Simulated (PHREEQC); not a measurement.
# Leach liquor

Solution (50 °C): 0.073 mol H2SO4, 0.0026 mol Li2SO4 and 0.00058 mol Na2SO4 per kg of water. Closed to the air; pH follows from the charge balance.

The numbers come from PHREEQC with the ion-association model, phreeqc.dat.

Each row changes one thing in this solution. Precipitation was switched off in this run.

| case | pH | ionic strength (mol/kgw) | HSO4- (mol/kgw) | SO4-2 (mol/kgw) | LiSO4- (mol/kgw) |
|---|---|---|---|---|---|
| as made | 1.17 | 0.0997 | 0.0643 | 0.0118 | 9.53e-5 |
| H2SO4 left out | 6.70 | 0.00942 | 8.15e-8 | 0.00312 | 4.66e-5 |
| H2SO4 from 0.073 to 0.0073 mol/kgw | 2.08 | 0.0211 | 0.00510 | 0.00530 | 6.70e-5 |
| Na2SO4 replaced by K2SO4 at the same molality | 1.17 | 0.0997 | 0.0643 | 0.0118 | 9.53e-5 |
| Na2SO4 left out | 1.17 | 0.0988 | 0.0639 | 0.0116 | 9.43e-5 |
| Na2SO4 from 0.00058 to 0.000522 mol/kgw | 1.17 | 0.0996 | 0.0643 | 0.0118 | 9.52e-5 |
| temperature from 50 to 90 °C | 1.22 | 0.0859 | 0.0713 | 0.00487 | 3.85e-5 |
| diluted 5-fold with water | 1.77 | 0.0259 | 0.00991 | 0.00531 | 1.28e-5 |
| Na2SO4 from 0.00058 to 5.8e-05 mol/kgw | 1.17 | 0.0989 | 0.0639 | 0.0116 | 9.44e-5 |

Species that the database lacks are ignored. Away from 25 °C the constants follow the database's enthalpies or fits; those with neither stay at their 25 °C values.
